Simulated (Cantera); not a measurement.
## NO annealing gas

An isothermal, constant-pressure homogeneous reactor starts with 7.14 % NO, 92.9 % N₂, at 1925 K and 0.133 bar.

Detailed kinetics in Cantera: GRI-Mech 3.0 (53 species, 325 reactions).

```
t (s)       x NO     x NO₂   x N₂    x N₂O      x O      x O₂
--------  ------  --------  -----  -------  -------  --------
1.00e-5   0.0714  2.76e-12  0.929  4.48e-9  4.49e-9    <1e-12
4.06e-5   0.0714  4.50e-11  0.929  1.81e-8  1.82e-8  3.68e-12
0.000165  0.0714  7.11e-10  0.929  7.28e-8  7.45e-8  6.08e-11
0.000669  0.0714   9.98e-9  0.929  2.82e-7  3.09e-7   1.02e-9
0.00272   0.0714   1.02e-7  0.929  9.46e-7  1.39e-6   1.83e-8
0.0110    0.0714   6.94e-7  0.929  2.02e-6  7.06e-6   4.15e-7
0.0448    0.0714   2.67e-6  0.929  2.26e-6  2.65e-5   1.06e-5
0.182     0.0712   3.68e-6  0.929  2.23e-6  3.71e-5  0.000113
0.739     0.0702   4.28e-6  0.929  2.17e-6  4.30e-5  0.000570
3.00      0.0661   6.05e-6  0.931  1.91e-6  6.25e-5   0.00260
```
x: mole fraction; the columns are a selection and need not sum to one.

Equilibrium at this temperature and pressure: NO 0.00277, NO₂ 8.01e-7, N₂ 0.963, N₂O 6.33e-8, O 0.000188, O₂ 0.0342 (gas phase only).
